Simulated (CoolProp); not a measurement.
Vapour-liquid equilibrium of p-xylene (1) + n-undecane (2) at 0.539 bar; x and y are mole fractions of (1).

Model: multi-fluid Helmholtz-energy mixture model, Zhou 2012 and Aleksandrov 2011; pair parameters Bell 2016, in CoolProp.

| x | bubble temperature (K) | y at the bubble point | dew temperature at overall composition x (K) | liquid density (mol/L) |
|---|---|---|---|---|
| 0.05 | 439.9 | 0.169 | 443.4 | 4.089 |
| 0.125 | 433.1 | 0.368 | 441.2 | 4.270 |
| 0.2 | 427.0 | 0.517 | 438.9 | 4.459 |
| 0.275 | 421.6 | 0.630 | 436.4 | 4.655 |
| 0.35 | 416.7 | 0.716 | 433.7 | 4.861 |
| 0.425 | 412.3 | 0.782 | 430.9 | 5.078 |
| 0.5 | 408.3 | 0.835 | 427.8 | 5.307 |
| 0.575 | 404.7 | 0.876 | 424.3 | 5.550 |
| 0.65 | 401.5 | 0.909 | 420.5 | 5.809 |
| 0.725 | 398.5 | 0.936 | 416.1 | 6.086 |
| 0.8 | 395.7 | 0.958 | 411.0 | 6.383 |
| 0.875 | 393.2 | 0.976 | 404.8 | 6.703 |
| 0.95 | 390.8 | 0.991 | 396.8 | 7.049 |

No azeotrope shows between x = 0.05 and 0.95.

The pair parameters rest on a limited set of measurements; away from them the model extrapolates.
